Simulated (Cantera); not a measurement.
**Catalytic combustion on Pt**

An isothermal plug-flow reactor at 600 K and 2.17 atm (inlet), inlet velocity 1.1 m/s, active area per volume 310 1/m; feed 0.296 % H2, 2.34 % O2, 97.4 % N2, equivalence ratio 0.063.

Cantera simulation using Deutschmann's 1995 Pt surface mechanism with GRI-Mech 3.0 gas chemistry; the numbers are that mechanism's predictions, not measurements. Catalytic surfaces can have several steady states; this one follows from the mechanism file's or the stated starting coverage. Mass transfer to the wall is taken as infinitely fast.

```csv
z (m),x H2,x O2,x H2O,θ free Pt,θ O*,θ OH*
0.00011,0.00248,0.0232,0.000474,0.176,0.815,0.00937
0.00023,0.00211,0.0230,0.000847,0.151,0.840,0.00939
0.00049,0.00159,0.0227,0.00137,0.115,0.876,0.00907
0.0011,0.00100,0.0225,0.00196,0.0732,0.919,0.00803
0.0023,0.000577,0.0223,0.00238,0.0426,0.951,0.00656
0.0049,0.000299,0.0221,0.00266,0.0223,0.973,0.00496
0.011,0.000140,0.0220,0.00282,0.0105,0.986,0.00349
```
x: gas mole fraction; θ: surface coverage.
